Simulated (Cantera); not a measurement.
Cantera run:

```python
import numpy as np
import cantera as ct

gas_names = [...]  # 130 gases of nasa_gas.yaml made of C, H, Mg, O, S
cond_names = """
    C(gr) C6H6(L) C7H8(L) C8H18(L),n-octa H2O(s) H2O(L) H2SO4(L) Mg(cr) Mg(L) MgCO3(s) MgO(s) MgO(L)
    MgO2H2(s) MgS(s) MgSO4(s) MgSO4(L) S(cr1) S(cr2) S(L)
""".split()


# ... load() reads the species with a 1 bar reference pressure and builds the phases ...
atoms = {
    'MgSO4': {'Mg': 1, 'S': 1, 'O': 4},
    'C': {'C': 1},
    'H2O': {'H': 2, 'O': 1},
}
top_T = {'C(gr)': 4500, 'MgS(s)': 2250}  # K; cautious upper limits of use, not melting points


# ... equilibrate(T, P, feed) seeds the gas with the atoms and calls Mixture.equilibrate('TP', solver="vcs", rtol=1e-11, max_steps=5000) ...
results = []
feed = {'MgSO4': 1, 'C': 0.035, 'H2O': 1.7}  # mol
T = 1498  # K
for P in [10, 42, 180, 750, 3200, 13000, 56000, 240000, 1000000]:
    mix = equilibrate(T, P, feed)
    results.append((T, P, feed, dict(zip(mix.species_names, mix.species_moles))))
    x = sorted(zip(gas.X, gas.species_names), reverse=True)
    print(f"T = {T:g} K  P = {P:g} Pa  gas = {mix.phase_moles(0):.4g} mol")
    print("   x: " + "  ".join(f"{s} {v:.3e}" for v, s in x if v > 1e-06))
    print("   condensed (mol): " + ("  ".join(f"{mix.phase(i).name} {mix.phase_moles(i):.4g}"
          for i in range(1, mix.n_phases) if mix.phase_moles(i) > 1e-12) or "none"))
```

It prints:

```
T = 1498 K  P = 10 Pa  gas = 3.202 mol
   x: H2O 5.298e-01  SO2 3.122e-01  O2 1.449e-01  CO2 1.092e-02  OH 1.613e-03  H2 2.564e-04  O 1.502e-04  SO3 4.487e-05  SO 2.790e-05  H 2.751e-05  CO 1.362e-05
   condensed (mol): MgO(s) 1
T = 1498 K  P = 42 Pa  gas = 3.201 mol
   x: H2O 5.304e-01  SO2 3.123e-01  O2 1.450e-01  CO2 1.093e-02  OH 1.127e-03  H2 1.252e-04  SO3 9.201e-05  O 7.331e-05  SO 1.361e-05  H 9.382e-06  CO 6.652e-06
   condensed (mol): MgO(s) 1
T = 1498 K  P = 180 Pa  gas = 3.2 mol
   x: H2O 5.307e-01  SO2 3.123e-01  O2 1.450e-01  CO2 1.093e-02  OH 7.838e-04  SO3 1.905e-04  H2 6.050e-05  O 3.542e-05  SO 6.573e-06  CO 3.214e-06  H 3.150e-06
   condensed (mol): MgO(s) 1
T = 1498 K  P = 750 Pa  gas = 3.2 mol
   x: H2O 5.310e-01  SO2 3.121e-01  O2 1.450e-01  CO2 1.094e-02  OH 5.487e-04  SO3 3.886e-04  H2 2.965e-05  O 1.735e-05  SO 3.219e-06  CO 1.575e-06  H 1.081e-06
   condensed (mol): MgO(s) 1
T = 1498 K  P = 3200 Pa  gas = 3.199 mol
   x: H2O 5.312e-01  SO2 3.118e-01  O2 1.449e-01  CO2 1.094e-02  SO3 8.015e-04  OH 3.818e-04  H2 1.437e-05  O 8.396e-06  SO 1.557e-06
   condensed (mol): MgO(s) 1
T = 1498 K  P = 13000 Pa  gas = 3.198 mol
   x: H2O 5.315e-01  SO2 3.111e-01  O2 1.445e-01  CO2 1.095e-02  SO3 1.610e-03  OH 2.689e-04  H2 7.141e-06  O 4.161e-06
   condensed (mol): MgO(s) 1
T = 1498 K  P = 56000 Pa  gas = 3.195 mol
   x: H2O 5.320e-01  SO2 3.097e-01  O2 1.438e-01  CO2 1.095e-02  SO3 3.319e-03  OH 1.865e-04  H2 3.452e-06  O 2.000e-06
   condensed (mol): MgO(s) 1
T = 1498 K  P = 240000 Pa  gas = 3.189 mol
   x: H2O 5.330e-01  SO2 3.068e-01  O2 1.424e-01  CO2 1.097e-02  SO3 6.771e-03  OH 1.294e-04  H2 1.679e-06  H2SO4 1.177e-06
   condensed (mol): MgO(s) 1
T = 1498 K  P = 1e+06 Pa  gas = 3.179 mol
   x: H2O 5.348e-01  SO2 3.012e-01  O2 1.395e-01  SO3 1.343e-02  CO2 1.101e-02  OH 9.026e-05  H2SO4 9.760e-06
   condensed (mol): MgO(s) 1
```

Equilibrium computed with Cantera from the NASA thermochemical tables; the gas is ideal and each condensed phase is pure.
